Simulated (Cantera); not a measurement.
A closed system holds: 1 mol SiC, 0.77 mol CO2, 140 mol H2, at 21.0 mbar.

Equilibrium computed with Cantera from the NASA thermochemical tables; the gas is ideal and each condensed phase is pure. Candidate condensed phases: C, C6H6, C7H8, C8H18, H2O, Si, SiC, SiO2; 123 gas species. Mutual solubility and eutectic melting of coexisting phases are not modelled. The tables hold silica as quartz up to 1696 K and as liquid above; real silica turns to tridymite and cristobalite and melts near 1996 K. Rates play no part. All values below are at 1148 K.

Base state: H2 0.999, CO 0.000657, CH4 0.000498 (mole fractions); condensed: C(graphite) + SiC(s) + SiO2(β-quartz).

Problem. What changes in the equilibrium state with this change: CO2 from 0.77 to 1.2 mol?

Solution. 
```csv
species,before,after
H2,0.999,0.997
CO,0.000657,0.00285
CH4,0.000498,0.000496
"C(graphite), mol",1.33,1.73
"SiC(s), mol",0.276,0
"SiO2(β-quartz), mol",0.724,1.000
```
